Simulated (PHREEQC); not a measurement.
A PHREEQC input (ion-association model, phreeqc.dat):

```
SOLUTION 1
  temp 65
  units mg/L
  pH 5.86
  pe 11.4
  Na 1.8
  K 0.546
  Ca 0.679
  Mg 0.439
  Cl 3.76
  S(6) 0.272 as SO4
  C(4) 1.3 as HCO3
  Alkalinity 3.28 as HCO3
  Ba 0.00699
  Cd 0.113
END
USE solution 1
EQUILIBRIUM_PHASES 1
  Quartz 0 0.5
  Gypsum 0 0
  CO2(g) -2.5 10
END
```

It stops with these messages:

```
WARNING: Maximum iterations exceeded, 100
WARNING: Maximum iterations exceeded, 100
WARNING: The program has failed to converge to a numerical solution.
ERROR:                 H(1) has not converged. Total: 5.375432e-05	Calculated: 1.762181e-05	Residual: 3.613251e-05
ERROR: Is non-carbonate alkalinity greater than total alkalinity?
ERROR:                   Ba has not converged. Total: 5.089621e-08	Calculated: 5.089992e-08	Residual: -3.716055e-12
ERROR:                 C(4) has not converged. Total: 2.130506e-05	Calculated: 2.158987e-05	Residual: -2.848091e-07
ERROR:                   Ca has not converged. Total: 1.694132e-05	Calculated: 1.694553e-05	Residual: -4.206937e-09
ERROR:                   Cd has not converged. Total: 1.005350e-06	Calculated: 1.005657e-06	Residual: -3.066870e-10
ERROR:                   Cl has not converged. Total: 1.060572e-04	Calculated: 1.060578e-04	Residual: -6.036657e-10
ERROR:                    K has not converged. Total: 1.396365e-05	Calculated: 1.396373e-05	Residual: -7.930509e-11
ERROR:                   Mg has not converged. Total: 1.805715e-05	Calculated: 1.805928e-05	Residual: -2.131930e-09
ERROR:                   Na has not converged. Total: 7.829655e-05	Calculated: 7.829739e-05	Residual: -8.445249e-10
ERROR:                 S(6) has not converged. Total: 2.831480e-06	Calculated: 2.831543e-06	Residual: -6.274651e-11
ERROR:               A(H2O) Activity of water has not converged. 	Residual: 5.578098e+00
ERROR: Model failed to converge for initial solution  1.
```

### Question
What went wrong, and how is it mended?

### Answer
The fault: total carbon typed beside alkalinity, so pH is recomputed from the two. The line should read `Alkalinity 3.28` where the input has `C(4) 1.3 as HCO3 / Alkalinity 3.28`. With the mend the run ends at pH 6.33 and ionic strength 0.000204 mol/kgw.
